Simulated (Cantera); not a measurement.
An isothermal, constant-pressure homogeneous reactor starts with 33.8 % H2, 66.2 % O2, at 900 K and 5.18 Torr.

Cantera simulation using GRI-Mech 3.0 (53 species, 325 reactions); the numbers are that mechanism's predictions, not measurements. Radical loss at walls, strong at low pressure, is not modelled. Below about 950 K walls govern HO2 and H2O2 in real vessels. The temperature is held fixed by assumption; the heat of reaction is taken as removed at once.

One state of this run: x H2 = 3.77e-6; x O2 = 0.594; x H2O = 0.406; x OH = 2.47e-5; x HO2 = 1.73e-7; x H = 5.55e-8. x: mole fraction; the columns are a selection and need not sum to one.

Question: Which value of t (s) does it belong to?
(A) 1.33
(B) 0.00148
(C) 0.000270
(D) 0.00811

Answer: A, 1.33
